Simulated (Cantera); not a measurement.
What does this Cantera script print?

```python
import numpy as np
import cantera as ct

gas = ct.Solution("gri30.yaml", transport_model="mixture-averaged")
show = ['CH4', 'O', 'NH3']

rows = []
print(f"{'T/K':>7s}{'rho':>11s}{'cp':>10s}{'mu':>11s}{'lambda':>11s}{'Pr':>7s}" + "".join(f"{'D_' + s:>11s}" for s in show))
for T in [400, 550, 700, 850, 1000, 1150]:
    gas.TPX = T, 410, {'NH3': 0.86, 'C2H2': 0.76}
    Pr = gas.cp_mass * gas.viscosity / gas.thermal_conductivity
    D = [gas.mix_diff_coeffs_mole[gas.species_index(s)] for s in show]
    rows.append([gas.density, gas.cp_mass, gas.viscosity, gas.thermal_conductivity, Pr, *D])
    print(f"{T:7g}{gas.density:11.4e}{gas.cp_mass:10.1f}{gas.viscosity:11.4e}"
          f"{gas.thermal_conductivity:11.4e}{Pr:7.3f}" + "".join(f"{d:11.4e}" for d in D))
print("SI units: kg/m3, J/kg/K, Pa s, W/m/K, m2/s")
```

Result:

```
    T/K        rho        cp         mu     lambda     Pr      D_CH4        D_O      D_NH3
    400 2.6205e-03    2074.7 1.3792e-05 4.0033e-02  0.715 8.4134e-03 1.2496e-02 7.2048e-03
    550 1.9058e-03    2338.2 1.8416e-05 6.0204e-02  0.715 1.5061e-02 2.1963e-02 1.3237e-02
    700 1.4974e-03    2554.3 2.2661e-05 8.1296e-02  0.712 2.3127e-02 3.3352e-02 2.0678e-02
    850 1.2332e-03    2739.1 2.6583e-05 1.0278e-01  0.708 3.2465e-02 4.6482e-02 2.9368e-02
   1000 1.0482e-03    2910.5 3.0235e-05 1.2429e-01  0.708 4.2971e-02 6.1226e-02 3.9194e-02
   1150 9.1147e-04    3058.6 3.3663e-05 1.4561e-01  0.707 5.4569e-02 7.7485e-02 5.0071e-02
SI units: kg/m3, J/kg/K, Pa s, W/m/K, m2/s
```

Detailed kinetics in Cantera: GRI-Mech 3.0 (53 species, 325 reactions). Polar gases are described roughly by these parameters. The composition is frozen, though it would react at the higher temperatures.
